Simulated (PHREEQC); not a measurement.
# Leach liquor

A solution holds 0.003 mol H2SO4, 0.023 mol CuSO4 and 0.028 mol MnSO4 per kg of water, at 80 °C. Closed to the air; pH follows from the charge balance.

Equilibrium calculation in PHREEQC: ion-association model, phreeqc.dat.

```
Item                          Value
--------------------  -------------
pH                             2.96
ionic strength        0.102 mol/kgw
specific conductance    12400 µS/cm
density                 0.979 g/cm³
total alkalinity       -6.00 meq/kg
```

| species | molality | activity | log γ |
|---|---|---|---|
| SO4-2 | 0.0239 | 0.00796 | -0.478 |
| MnSO4 | 0.0153 | 0.0157 | 0.010 |
| Cu+2 | 0.0129 | 0.00464 | -0.443 |
| Mn+2 | 0.0127 | 0.00457 | -0.443 |
| CuSO4 | 0.0101 | 0.0104 | 0.010 |
| HSO4- | 0.00463 | 0.00351 | -0.121 |
| H+ | 0.00137 | 0.00111 | -0.092 |
| Cu2(OH)2+2 | 2.34e-7 | 7.71e-8 | -0.483 |
| CuOH+ | 5.61e-8 | 4.19e-8 | -0.127 |
| MnOH+ | 6.14e-9 | 4.67e-9 | -0.118 |

No solid was allowed to form. Species that the database lacks are ignored. Constants without temperature data keep their 25 °C values here.
